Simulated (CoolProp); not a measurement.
A simple Rankine cycle with n-heptane: condensing at 295.15 K, boiler at 0.264 MPa, turbine inlet 422.8 K, turbine efficiency 0.85, pump efficiency 0.8, no recuperator. Each further row changes one setting.

Computed with CoolProp (reference Helmholtz-energy equation of state, Span 2003). It is a short technical equation, of lower accuracy than the large ones.

```csv
case,thermal efficiency (%),net work (kJ/kg),heat in (kJ/kg),turbine exit temperature (K),volume ratio over the turbine
as stated,17.4,104,601,367.0,47.9
turbine inlet 442.8 K,17.0,110,647,387.3,47.5
condensing temperature 287.15 K,18.6,115,618,361.6,72.1
boiler pressure 0.185 MPa,16.0,96.6,604,372.9,33.1
turbine efficiency 0.75,15.3,92.0,601,373.3,48.7
```
